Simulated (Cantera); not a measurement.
Gas mixture: 100 % NO, at 0.000197 atm, frozen composition.

Cantera's kinetic-theory transport with the Lennard-Jones parameters of GRI-Mech 3.0, ideal gas; thermal conductivity in the mixture-averaged form. The composition is frozen, though it would react at the higher temperatures.

D: mixture-averaged diffusion coefficient of that species in the mixture.

```tsv
T (K)	ρ (kg/m³)	cp (J/kg/K)	μ (µPa s)	λ (mW/m/K)	Pr	D (cm²/s) OH	D (cm²/s) C₂H₂	D (cm²/s) O
400	0.000180	998.6	23.1	32.4	0.712	2620	1400	2670
650	0.000111	1054	?	?	0.706	?	?	?
900	8.02e-5	1114	40.1	63.0	0.708	10300	5670	10500
1150	6.28e-5	1153	47.0	76.7	0.707	15500	8570	15800
1400	5.16e-5	1181	?	?	0.706	?	?	?
1650	4.37e-5	1202	59.4	101	0.706	28100	15700	28700
1900	3.80e-5	1219	65.1	112	0.706	35500	19800	36200
```

Task: Fill in the missing entries.

Result: 
- 650, μ (µPa s): 32.3
- 650, λ (mW/m/K): 48.2
- 650, D (cm²/s) OH: 5960
- 650, D (cm²/s) C₂H₂: 3260
- 650, D (cm²/s) O: 6080
- 1400, μ (µPa s): 53.4
- 1400, λ (mW/m/K): 89.4
- 1400, D (cm²/s) OH: 21400
- 1400, D (cm²/s) C₂H₂: 11900
- 1400, D (cm²/s) O: 21800
